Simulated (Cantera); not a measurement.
A freely propagating, adiabatic, planar premixed flame of H₂ : O₂ : N₂ : H₂O = 1 : 0.633 : 2.91 : 0.14 (molar parts), equivalence ratio 0.79, unburnt at 723 K and 0.133 bar; mixture-averaged transport, grid criteria slope 0.08 and curve 0.16, no radiation.

Model: the H2/O2 subset of GRI-Mech 3.0, which has no nitrogen chemistry, integrated in Cantera. Burning velocities carry a grid error of a few per cent, more on coarse grids.

What does this change do: inlet temperature 723 to 475 K?


| quantity | before | after |
|---|---|---|
| laminar burning velocity | 696 cm/s | 268 cm/s |
| thermal thickness | 8.01 mm | 6.04 mm |
| peak x(O) | 0.0145 | 0.0105 |
| peak x(H) | 0.0606 | 0.0434 |
| peak x(HO₂) | 3.56e-5 | 8.66e-5 |
